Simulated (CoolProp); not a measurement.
Vapour-liquid equilibrium of R245fa (1) + n-pentane (2) at 0.974 MPa; x and y are mole fractions of (1).

Values from CoolProp's multi-fluid Helmholtz-energy mixture model, Akasaka 2015 and Thol 2019; pair parameters Bell 2016.

### Question
Give the bubble temperature and the first vapour's composition at x = 0.05, 0.2, 0.5. Is there an azeotrope?

### Answer
x = 0.05: 385.3 K, y = 0.205; x = 0.2: 367.9 K, y = 0.487; x = 0.5: 359.3 K, y = 0.644. y crosses x between x = 0.65 and 0.8: the model has an azeotrope there.

The pair parameters rest on a limited set of measurements; away from them the model extrapolates. With so large a gap from Raoult's law the liquid may split in two, which this calculation doesn't test in full.
